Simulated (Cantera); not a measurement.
A closed system holds: 1 mol CH3SiCl3, 0.68 mol C3H8, 20 mol H2, equilibrated at 13300 Pa.

Cantera equilibrium calculation (NASA polynomials, part measured and part estimated; ideal gas, pure solids and liquids). Candidate condensed phases: C, C6H6, C7H8, C8H18, Si, SiC; 109 gas species. The feed counts by its element totals alone. The numbers say what is thermodynamically allowed, not how fast it happens.

Over these rows the condensed part is C(graphite) + SiC(s). Partial pressures as log10 of bar:

| T (K) | 1000/T (1/K) | log p SiCl4 | log p H2 | log p HCl |
|---|---|---|---|---|
| 1498 | 0.6676 | -5.72 | -0.93 | -1.81 |
| 1573 | 0.6357 | -6.06 | -0.93 | -1.81 |
| 1648 | 0.6068 | -6.37 | -0.93 | -1.81 |
| 1723 | 0.5804 | -6.66 | -0.93 | -1.82 |
| 1798 | 0.5562 | -6.92 | -0.93 | -1.82 |
| 1873 | 0.5339 | ? | -0.93 | -1.82 |

Question: Fit log p(SiCl4) = a + b·(1000/T) to the five rows, give the apparent enthalpy, and predict the row at 1873 K.

Answer: Means: 1000/T = 0.6093, log p = -6.346. Sxy = 0.083660, Sxx = 0.0077569, so b = 10.79 and a = -6.346 − (10.79)×0.6093 = -12.92.
Apparent enthalpy: −19.145 × (10.79) = -207 kJ/mol. With the condensed phases at unit activity, SiC(s) + 4 HCl(g) = SiCl4(g) + C(graphite) + 2 H2(g) links this pressure to the main gases: over the six rows their terms move log p by -0.04 in all, so the slope is close to that reaction's ΔH°. The five rows lie within 0.01 of the line.
Prediction at 1873 K: -12.92 + (10.79)×0.5339 = -7.16. The computed value is -7.16, 0.00 from the line.
